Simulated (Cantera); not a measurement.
What does this Cantera script print?

```python
import numpy as np
import cantera as ct

gas = ct.Solution("gri30.yaml")
gas.TPX = 1700, 50000, {'CO': 1, 'H2': 1.1, 'CH4': 0.046, 'O2': 3.36, 'N2': 12.6, 'H2O': 5}
reactor = ct.IdealGasConstPressureReactor(gas, energy="on", clone=False)
net = ct.ReactorNet([reactor])
net.rtol, net.atol = 1e-08, 1e-16
show = ['CO', 'H2', 'CH4', 'C2H', 'CH2CO', 'NO']
times = np.geomspace(4e-06, 1, 12)

steps = ct.SolutionArray(gas, extra=["t"])
rows = []
print(f"{'t/s':>10s}{'T/K':>9s}{'P/Pa':>11s}" + "".join(f"{s:>11s}" for s in show))
for t in times:
    while net.time < t:
        t_next = net.step()
        steps.append(gas.state, t=t_next)
    rows.append([np.interp(t, steps.t, y) for y in (steps.T, steps.P, *steps(*show).X.T)])
    print(f"{t:10.3e}{rows[-1][0]:9.1f}{rows[-1][1]:11.4g}" + "".join(f"{x:11.3e}" for x in rows[-1][2:]))
rate = np.gradient(steps.T, steps.t)
print("integrator steps:", len(steps.t))
if steps.T.max() > steps.T[0] + 200:
    print(f"time of steepest temperature rise: {steps.t[rate.argmax()]:.4e} s")
gas.TPX = 1700, 50000, {'CO': 1, 'H2': 1.1, 'CH4': 0.046, 'O2': 3.36, 'N2': 12.6, 'H2O': 5}
gas.equilibrate("HP")
print(f"equilibrium (HP): T = {gas.T:.1f} K  " + "  ".join(f"{s} {gas[s].X[0]:.3e}" for s in show))
```

Result:

```
       t/s      T/K       P/Pa         CO         H2        CH4        C2H      CH2CO         NO
 4.000e-06   1700.0      5e+04  4.328e-02  4.760e-02  1.991e-03  1.462e-23  8.857e-13  6.534e-14
 1.238e-05   1700.0      5e+04  4.327e-02  4.751e-02  1.982e-03  8.912e-19  6.625e-11  4.148e-12
 3.833e-05   1759.0      5e+04  3.608e-02  1.279e-02  9.275e-07  3.877e-13  3.624e-09  3.660e-07
 1.186e-04   1966.3      5e+04  1.031e-02  1.223e-02  1.675e-17  3.841e-25  2.461e-20  4.795e-06
 3.672e-04   2159.3      5e+04  5.124e-03  5.810e-03  7.850e-19  8.111e-26  1.627e-21  1.738e-05
 1.137e-03   2254.2      5e+04  2.204e-03  2.380e-03  1.336e-19  1.093e-26  1.818e-22  5.005e-05
 3.519e-03   2263.3      5e+04  1.886e-03  2.065e-03  1.079e-19  7.366e-27  1.280e-22  1.306e-04
 1.089e-02   2262.9      5e+04  1.883e-03  2.061e-03  1.075e-19  7.288e-27  1.272e-22  3.746e-04
 3.372e-02   2261.8      5e+04  1.873e-03  2.052e-03  1.060e-19  7.066e-27  1.249e-22  1.105e-03
 1.044e-01   2258.7      5e+04  1.846e-03  2.026e-03  1.022e-19  6.487e-27  1.186e-22  3.079e-03
 3.231e-01   2253.4      5e+04  1.801e-03  1.981e-03  9.578e-20  5.568e-27  1.078e-22  6.506e-03
 1.000e+00   2251.1      5e+04  1.781e-03  1.962e-03  9.298e-20  5.193e-27  1.032e-22  8.031e-03
integrator steps: 1303
time of steepest temperature rise: 2.8267e-05 s
equilibrium (HP): T = 2251.0 K  CO 1.780e-03  H2 1.961e-03  CH4 1.391e-19  C2H 5.946e-27  CH2CO 1.299e-22  NO 8.064e-03
```

Model: GRI-Mech 3.0 (53 species, 325 reactions), integrated in Cantera.
